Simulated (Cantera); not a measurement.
Cantera run:

```python
import numpy as np
import cantera as ct

gas_names = """
    CL CL2 Fe FeCL FeCL2 FeCL3 Fe2CL4 Fe2CL6 H HCL H2
""".split()
cond_names = """
    Fe(a) Fe(c) Fe(d) Fe(L) FeCL2(s) FeCL2(L) FeCL3(s) FeCL3(L)
""".split()


# ... load() reads the species with a 1 bar reference pressure and builds the phases ...
atoms = {
    'FeCl2': {'Fe': 1, 'CL': 2},
    'H2': {'H': 2},
}
top_T = {}  # K; cautious upper limits of use, not melting points


# ... equilibrate(T, P, feed) seeds the gas with the atoms and calls Mixture.equilibrate('TP', solver="vcs", rtol=1e-11, max_steps=5000) ...
results = []
T = 1800  # K
P = 0.37  # Pa
for m in [14, 28, 42, 56, 70, 84, 98, 110, 130]:
    feed = {'FeCl2': 1, 'H2': m}  # mol
    mix = equilibrate(T, P, feed)
    results.append((T, P, feed, dict(zip(mix.species_names, mix.species_moles))))

top = {s: max(r[3][s] / sum(r[3][g] for g in gas_names) for r in results) for s in gas_names}
cols = sorted((s for s in top if top[s] > 1e-06), key=lambda s: -top[s])[:6]
seen = [c for c in cond_names if any(r[3].get(c, 0) > 1e-12 for r in results)]
print("log10 of partial pressures in bar; condensed amounts in mol")
print(f"{'n(H2)':>10s}" + "".join(f"{s[:9]:>10s}" for s in cols + seen))
for T, P, feed, n in results:
    ng = sum(n[g] for g in gas_names)
    print(f"{feed['H2']:10.4g}" + "".join(f"{np.log10(max(n[s] / ng * P / 1e5, 1e-99)):10.3f}" for s in cols)
          + "".join(f"{n.get(c, 0):10.4g}" for c in seen))
```

It prints:

```
log10 of partial pressures in bar; condensed amounts in mol
     n(H2)        H2         H       HCL        Fe        CL     FeCL2
        14    -5.602    -6.247    -6.444    -6.675    -7.205    -9.370
        28    -5.558    -6.225    -6.713    -6.948    -7.496   -10.224
        42    -5.543    -6.218    -6.878    -7.114    -7.669   -10.736
        56    -5.536    -6.214    -6.997    -7.234    -7.792   -11.102
        70    -5.531    -6.212    -7.091    -7.328    -7.888   -11.388
        84    -5.528    -6.210    -7.168    -7.405    -7.966   -11.622
        98    -5.526    -6.209    -7.233    -7.470    -8.033   -11.820
       110    -5.524    -6.208    -7.282    -7.520    -8.082   -11.969
       130    -5.523    -6.207    -7.354    -7.591    -8.154   -12.185
```

Cantera equilibrium calculation (NASA polynomials, part measured and part estimated; ideal gas, pure solids and liquids).
